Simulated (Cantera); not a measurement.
A perfectly stirred reactor is fed with CH4 : C2H6 : O2 : N2 = 1 : 1.3 : 6.55 : 24.6 (molar parts), at 1800 Torr; it is adiabatic with a 475 K inlet, and is followed from long to short residence time, starting on the burning branch (τ in s: 0.022, 0.01, 0.0047, 0.0022, 0.001, 0.00048, 0.00022, 0.0001, 4.8e-05).

Computed with Cantera and GRI-Mech 3.0 (53 species, 325 reactions).

**Question.** What does this change do: pressure from 1800 Torr to 3750 Torr?

**Answer.** 
| quantity | before | after |
|---|---|---|
| blow-out, bracketed by the residence times tried | burning at 48.0 µs, the shortest tried | burning at 48.0 µs, the shortest tried |
| x(CH4) at τ = 22.0 ms | 2.25e-6 | 1.64e-6 |
| x(C2H6) at τ = 22.0 ms | 2.40e-7 | 1.40e-7 |
| x(O2) at τ = 22.0 ms | 0.00758 | 0.00594 |
| x(H2O) at τ = 22.0 ms | 0.164 | 0.166 |
| x(HCO) at τ = 22.0 ms | 5.30e-8 | 2.83e-8 |
| x(CH4) at τ = 1.00 ms | 2.04e-5 | 1.65e-5 |
| x(C2H6) at τ = 1.00 ms | 4.57e-6 | 2.81e-6 |
| x(O2) at τ = 1.00 ms | 0.0141 | 0.0106 |
| x(H2O) at τ = 1.00 ms | 0.156 | 0.161 |
| x(HCO) at τ = 1.00 ms | 1.01e-6 | 5.06e-7 |

**Question.** What does this change do: pressure from 1800 Torr to 195 Torr?

**Answer.** 
```
quantity                                                                          before                                 after
------------------------------------------------  --------------------------------------  ------------------------------------
blow-out, bracketed by the residence times tried  burning at 48.0 µs, the shortest tried  burning at 0.220 ms, out at 0.100 ms
x(CH4) at τ = 22.0 ms                                                            2.25e-6                               5.27e-6
x(C2H6) at τ = 22.0 ms                                                           2.40e-7                               1.33e-6
x(O2) at τ = 22.0 ms                                                             0.00758                                0.0171
x(H2O) at τ = 22.0 ms                                                              0.164                                 0.150
x(HCO) at τ = 22.0 ms                                                            5.30e-8                               4.06e-7
x(CH4) at τ = 1.00 ms                                                            2.04e-5                               8.07e-5
x(C2H6) at τ = 1.00 ms                                                           4.57e-6                               2.53e-5
x(O2) at τ = 1.00 ms                                                              0.0141                                0.0258
x(H2O) at τ = 1.00 ms                                                              0.156                                 0.137
x(HCO) at τ = 1.00 ms                                                            1.01e-6                               7.83e-6
```
